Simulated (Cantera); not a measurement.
A closed system holds: 1 mol CH3SiH3, 0.016 mol C2H2, 5.7 mol H2, equilibrated at 0.0100 bar.

These are equilibrium values from Cantera (NASA tables, ideal gas, pure condensed phases), not measurements of a reactor. Candidate condensed phases: C, C6H6, C7H8, C8H18, Si, SiC; 87 gas species. The feed counts by its element totals alone. Gases not in the tables: Si2H6 and higher silanes. Kinetics and transport are ignored.

log p: log10 of the partial pressure in bar; n: condensed amount in mol.

| T (K) | log p H2 | log p H | log p Si | log p SiC2 | log p C2H2 (acetylene) | log p Si2C | log p SiH | n C(graphite) | n SiC(s) |
|---|---|---|---|---|---|---|---|---|---|
| 1075 | -2.00 | -8.83 | <-14 | <-14 | -10.12 | <-14 | <-14 | 0.0281 | 1.00 |
| 1225 | -2.00 | [?] | <-14 | <-14 | [?] | <-14 | <-14 | 0.0309 | 1.00 |
| 1375 | -2.00 | -6.47 | -11.76 | <-14 | -7.75 | <-14 | -12.00 | 0.0315 | 1.00 |
| 1525 | -2.00 | -5.63 | -9.82 | -12.49 | -6.92 | -12.55 | -10.36 | 0.0316 | 1.00 |
| 1675 | -2.00 | -4.94 | -8.23 | -10.41 | -6.24 | -10.52 | -9.01 | 0.0309 | 1.000 |
| 1825 | -2.00 | -4.36 | -6.91 | -8.69 | -5.67 | -8.83 | -7.89 | 0.0283 | 1.000 |
| 1975 | -2.01 | -3.87 | -5.79 | -7.23 | -5.19 | -7.40 | -6.94 | 0.0222 | 0.998 |
| 2125 | -2.02 | [?] | [?] | [?] | [?] | [?] | [?] | [?] | 0.984 |
| 2275 | -2.04 | -3.09 | -4.00 | -4.90 | -4.46 | -5.13 | -5.44 | 0.0594 | 0.879 |
| 2425 | -2.12 | -2.81 | -3.27 | -3.96 | -4.22 | -4.21 | -4.86 | 0.423 | 0.193 |
| 2575 | -2.20 | -2.56 | -3.21 | -3.70 | -4.03 | -4.54 | -4.93 | 0.330 | 0 |

**Question.** Complete the blanks.

**Answer.** 
- 1225, log p H: -7.51
- 1225, log p C2H2 (acetylene): -8.79
- 2125, log p H: -3.45
- 2125, log p Si: -4.83
- 2125, log p SiC2: -5.98
- 2125, log p C2H2 (acetylene): -4.79
- 2125, log p Si2C: -6.18
- 2125, log p SiH: -6.13
- 2125, n C(graphite): 0.0168
